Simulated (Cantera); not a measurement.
**AlCl3 + N2O + H2 (aluminium nitride and oxide growth)**

A closed system holds: 1 mol AlCl3, 0.72 mol N2O, a varied amount of H2, at 1327 °C and 0.0230 bar.

Equilibrium computed with Cantera from the NASA thermochemical tables; the gas is ideal and each condensed phase is pure. Candidate condensed phases: Al, AlCl3, AlN, Al2O3, H2O, NH4Cl; 45 gas species. The tables' values for AlCl2 are old estimates; treat these amounts as uncertain. Rates play no part.

From 2.1 mol H2 to 33 mol H2 the condensed part is Al2O3(s). The main Al-bearing gas is AlCl3 at 2.1 mol H2 and AlCl at 33 mol H2.

```csv
n(H2) (mol),x H2,x HCl,x N2,x AlCl3,x AlCl,x AlCl2,n Al2O3(s)
2.1,0.332,0.364,0.176,0.118,0.00247,0.00728,0.240
5.6,0.628,0.209,0.0942,0.0536,0.00647,0.00796,0.240
9.1,0.737,0.152,0.0643,0.0312,0.00835,0.00690,0.240
13,0.799,0.119,0.0475,0.0194,0.00919,0.00571,0.240
16,0.829,0.103,0.0396,0.0143,0.00939,0.00495,0.240
19,0.850,0.0909,0.0339,0.0108,0.00937,0.00431,0.240
23,0.872,0.0790,0.0285,0.00782,0.00917,0.00362,0.240
26,0.884,0.0720,0.0255,0.00625,0.00895,0.00320,0.240
30,0.897,0.0645,0.0223,0.00476,0.00861,0.00274,0.240
33,0.905,0.0599,0.0204,0.00394,0.00835,0.00245,0.240
```
x: gas mole fraction; n: condensed amount in mol.
